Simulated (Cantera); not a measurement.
Feed: 1 mol Fe(CO)₅, 5.3 mol CO, a varied amount of H₂, equilibrated at 850 K and 10.0 Torr.

Points: n(H2) (mol) = 0.4, 0.5, 0.62, 0.77, 0.96, 1.2, 1.5, 1.9.

Cantera's Mixture.equilibrate('TP', solver="vcs", rtol=1e-11, max_steps=5000) on the NASA tables stopped like this:

```
ERROR: FAILURE its = 5001!

*******************************************************************************
CanteraError thrown by MultiPhase::equilibrate:
VCS solver failed. Return code: -1
*******************************************************************************
```

### Question
What got this run through?

### Answer
Several could match; the one computed here: The failure is numerical, not chemical. The same input converged with solver="gibbs", rtol=1e-10, max_steps=50000, and the result passed a check of the equilibrium conditions:
```
log10 of partial pressures in bar; condensed amounts in mol
     n(H2)        CO       CO2        H2       H2O     C(gr)     Fe(a)
       0.4    -1.983    -2.632    -3.262    -4.396     1.618         1
       0.5    -1.987    -2.640    -3.170    -4.308     1.613         1
      0.62    -1.991    -2.649    -3.082    -4.225     1.607         1
      0.77    -1.997    -2.661    -2.995    -4.144     1.601         1
      0.96    -2.004    -2.676    -2.908    -4.064     1.592         1
       1.2    -2.013    -2.694    -2.822    -3.987     1.582         1
       1.5    -2.024    -2.716    -2.738    -3.914     1.569         1
       1.9    -2.039    -2.744    -2.652    -3.842     1.553         1
```

The gas is ideal and each condensed phase is pure. Condensed phases not in the tables: cementite and carbon dissolved in iron.
